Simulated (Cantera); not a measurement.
A freely propagating, adiabatic, planar premixed flame of CH4 : C2H6 : O2 : N2 = 1 : 1.1 : 4.5 : 16.9 (molar parts), equivalence ratio 1.3, unburnt at 325 K and 1.20 bar; unity-Lewis-number transport, grid criteria slope 0.08 and curve 0.16, no radiation.

Model: GRI-Mech 3.0 (53 species, 325 reactions), integrated in Cantera. Unity Lewis numbers drop preferential diffusion, which matters most where H2 and H carry the flame. Burning velocities carry a grid error of a few per cent, more on coarse grids.

x: mole fraction of selected species; z is measured from the peak of heat release.

| z (mm) | T (K) | u (m/s) | x CH4 | x C2H6 | x O2 | x HCN | x NO2 | x H2O |
|---|---|---|---|---|---|---|---|---|
| -1.55 | 326 | 0.239 | 0.0425 | 0.0468 | 0.191 | 1.02e-8 | 1.71e-8 | 6.18e-5 |
| -1.03 | 330 | 0.242 | 0.0424 | 0.0467 | 0.191 | 7.10e-8 | 1.19e-7 | 0.000429 |
| -0.773 | 348 | 0.256 | 0.0420 | 0.0461 | 0.189 | 3.49e-7 | 5.74e-7 | 0.00211 |
| -0.516 | [?] | 0.357 | 0.0389 | 0.0416 | 0.175 | 2.41e-6 | 3.57e-6 | 0.0146 |
| -0.258 | [?] | 0.784 | 0.0252 | 0.0221 | 0.114 | 1.15e-5 | 5.64e-6 | 0.0693 |
| -0.129 | [?] | 1.14 | 0.0136 | 0.00721 | 0.0644 | 1.93e-5 | 8.86e-7 | 0.114 |
| 0 | 1839 | 1.47 | 0.00260 | 0.000160 | 0.0197 | 2.77e-5 | <1e-8 | 0.152 |
| 0.129 | 1970 | 1.58 | 9.32e-5 | 6.79e-8 | 0.00419 | 2.10e-5 | <1e-8 | 0.162 |
| 0.258 | 2001 | 1.60 | 2.88e-6 | <1e-8 | 0.00170 | 1.06e-5 | <1e-8 | 0.162 |
| 0.516 | 2031 | 1.62 | 1.72e-8 | <1e-8 | 0.000878 | 3.06e-6 | <1e-8 | 0.163 |
| 1.03 | 2061 | 1.64 | <1e-8 | <1e-8 | 0.000422 | 5.17e-7 | <1e-8 | 0.165 |
| 2.06 | 2084 | 1.65 | <1e-8 | <1e-8 | 0.000159 | 7.02e-8 | <1e-8 | 0.167 |
| 4.12 | 2098 | 1.66 | <1e-8 | <1e-8 | 4.96e-5 | 1.07e-8 | <1e-8 | 0.168 |

Q: Some entries are withheld; supply them.

A: 
- -0.516, T (K): 484
- -0.258, T (K): 1029
- -0.129, T (K): 1456
